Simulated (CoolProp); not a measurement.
100 sccm (0 °C, 1 atm) of nitrogen bubbles through liquid octamethyltrisiloxane (MDM) at 367.2 K and leaves saturated at a total pressure of 0.15 MPa (ideal gas phase). Each further row changes one setting.

Computed with CoolProp (reference Helmholtz-energy equation of state, Thol 2017).

```json
[
 {"case": "as stated", "vapour pressure (kPa)": "16.0", "mole fraction of vapour": "?", "delivery (mg/min)": "?", "delivery (sccm)": "?", "change of delivery for a bath 1 K warmer (%)": "4.4"},
 {"case": "bath temperature 372.2 K", "vapour pressure (kPa)": "19.3", "mole fraction of vapour": "0.128", "delivery (mg/min)": "156", "delivery (sccm)": "14.7", "change of delivery for a bath 1 K warmer (%)": "4.3"},
 {"case": "total pressure 0.3 MPa", "vapour pressure (kPa)": "16.0", "mole fraction of vapour": "?", "delivery (mg/min)": "?", "delivery (sccm)": "?", "change of delivery for a bath 1 K warmer (%)": "4.1"}
]
```

Problem. What belongs in the gaps?

Solution. 
- as stated, mole fraction of vapour: 0.106
- as stated, delivery (mg/min): 126
- as stated, delivery (sccm): 11.9
- total pressure 0.3 MPa, mole fraction of vapour: 0.0532
- total pressure 0.3 MPa, delivery (mg/min): 59.3
- total pressure 0.3 MPa, delivery (sccm): 5.62
